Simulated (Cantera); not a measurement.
An isothermal, constant-pressure homogeneous reactor starts with NO : N2 = 1 : 6.7 (molar parts), at 1500 K and 0.0148 atm. Integrator tolerance rtol = 1e-08.

Model: GRI-Mech 3.0 (53 species, 325 reactions), integrated in Cantera. Radical loss at walls, strong at low pressure, is not modelled.

Question: What does this change do: pressure from 0.0148 atm to 0.987 atm?

Answer: 
| quantity | before | after |
|---|---|---|
| x(NO) at 80.0 s | 0.129 (gas-phase equilibrium 0.000743) | 0.109 (gas-phase equilibrium 0.000743) |
| x(O2) at 80.0 s | 0.000190 (gas-phase equilibrium 0.0646) | 0.0105 (gas-phase equilibrium 0.0646) |
| x(NO2) at 80.0 s | 4.71e-6 (gas-phase equilibrium 2.69e-7) | 0.000133 (gas-phase equilibrium 2.20e-6) |
| x(N2O) at 80.0 s | 5.31e-6 (gas-phase equilibrium 6.07e-9) | 3.99e-6 (gas-phase equilibrium 4.96e-8) |
| x(O) at 80.0 s | 1.19e-6 (gas-phase equilibrium 8.47e-6) | 4.32e-7 (gas-phase equilibrium 1.04e-6) |
